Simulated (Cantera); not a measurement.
Cantera run:

```python
import numpy as np
import cantera as ct

gas_names = """
    B BH BH2 BH3 BN B2 H H2 N NH NH2 NH3 N2 N2H2 N2H4
""".split()
cond_names = """
    B(b) B(L) BN(s)
""".split()


# ... load() reads the species with a 1 bar reference pressure and builds the phases ...
atoms = {
    'B': {'B': 1},
    'NH3': {'N': 1, 'H': 3},
    'H2': {'H': 2},
}
top_T = {'BN(s)': 3200}  # K; cautious upper limits of use, not melting points


# ... equilibrate(T, P, feed) seeds the gas with the atoms and calls Mixture.equilibrate('TP', solver="vcs", rtol=1e-11, max_steps=5000) ...
results = []
feed = {'B': 1, 'NH3': 0.28, 'H2': 97}  # mol
P = 13332.2  # Pa
for T in [1100, 1300, 1500, 1700, 1900, 2100, 2300]:
    mix = equilibrate(T, P, feed)
    results.append((T, P, feed, dict(zip(mix.species_names, mix.species_moles))))

top = {s: max(r[3][s] / sum(r[3][g] for g in gas_names) for r in results) for s in gas_names}
cols = sorted((s for s in top if top[s] > 0.0001), key=lambda s: -top[s])[:8]
seen = [c for c in cond_names if any(r[3].get(c, 0) > 1e-12 for r in results)]
print("log10 of partial pressures in bar; condensed amounts in mol")
print(f"{'T/K':>10s}" + "".join(f"{s[:9]:>10s}" for s in cols + seen))
for T, P, feed, n in results:
    ng = sum(n[g] for g in gas_names)
    print(f"{T:10.4g}" + "".join(f"{np.log10(max(n[s] / ng * P / 1e5, 1e-99)):10.3f}" for s in cols)
          + "".join(f"{n.get(c, 0):10.4g}" for c in seen))
```

Output:

```
log10 of partial pressures in bar; condensed amounts in mol
       T/K        H2         H       BH2        N2      B(b)     BN(s)
      1100    -0.875    -8.025    -8.344   -14.605      0.72      0.28
      1300    -0.875    -6.394    -6.920   -10.942    0.7198      0.28
      1500    -0.875    -5.192    -5.880    -8.264    0.7188      0.28
      1700    -0.875    -4.269    -5.089    -6.221    0.7144    0.2791
      1900    -0.876    -3.539    -4.469    -4.612    0.7299    0.2442
      2100    -0.880    -2.946    -3.972    -3.720    0.9193         0
      2300    -0.888    -2.458    -3.570    -3.724    0.7882         0
```

Equilibrium computed with Cantera from the NASA thermochemical tables; the gas is ideal and each condensed phase is pure. Mutual solubility and eutectic melting of coexisting phases are not modelled. The tables' values for BH2 are old estimates; treat these amounts as uncertain. Gases not in the tables: B2H6 and higher boranes.
